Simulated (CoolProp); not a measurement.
The numbers come from the reference Helmholtz-energy equation of state, Lemmon 2005 in CoolProp. It is a short technical equation, of lower accuracy than the large ones.

Give the vapour pressure (bar), vapour density (kg/m³), liquid cp (kJ/(kg K)) of saturated cis-2-butene at -0.85 °C.


```json
[
 {"T (°C)": "-0.85", "p (bar)": "0.848", "vapour density (kg/m³)": "2.18", "liquid cp (kJ/(kg K))": "2.14"}
]
```
